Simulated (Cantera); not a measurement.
# Titanium nitride, carbide and oxide coatings: TiCl4 + CH4

Feed: 1 mol TiCl4, 3.8 mol CH4, held at 0.00133 bar.

Cantera equilibrium calculation (NASA polynomials, part measured and part estimated; ideal gas, pure solids and liquids). Candidate condensed phases: C, C6H6, C7H8, C8H18, Ti, TiC, TiCl2, TiCl3, TiCl4; 96 gas species. The tables' values for TiCl2 are old estimates; treat these amounts as uncertain. TiC: taken at fixed stoichiometry. The numbers say what is thermodynamically allowed, not how fast it happens.

```tsv
T (K)	x H2	x HCl	x H	x Cl	x TiCl3	x TiCl2	n C(graphite)	n TiC(s)
1648	0.584	0.411	0.00186	0.00103	0.00116	0.000158	2.81	0.987
1698	0.583	0.411	0.00302	0.00166	0.000994	0.000209	2.81	0.988
1748	0.582	0.410	0.00477	0.00259	0.000856	0.000271	2.81	0.989
1798	0.580	0.408	0.00734	0.00395	0.000739	0.000345	2.81	0.989
1848	0.577	0.405	0.0110	0.00588	0.000639	0.000432	2.81	0.990
1898	0.574	0.400	0.0162	0.00854	0.000553	0.000531	2.81	0.989
1948	0.569	0.394	0.0233	0.0121	0.000477	0.000642	2.81	0.989
1998	0.562	0.387	0.0329	0.0169	0.000409	0.000761	2.80	0.988
2048	0.553	0.377	0.0456	0.0230	0.000348	0.000886	2.80	0.987
2098	0.541	0.364	0.0620	0.0307	0.000292	0.00101	2.80	0.986
```
x: gas mole fraction; n: condensed amount in mol.

From 1648 K to 2098 K the condensed part is C(graphite) + TiC(s).
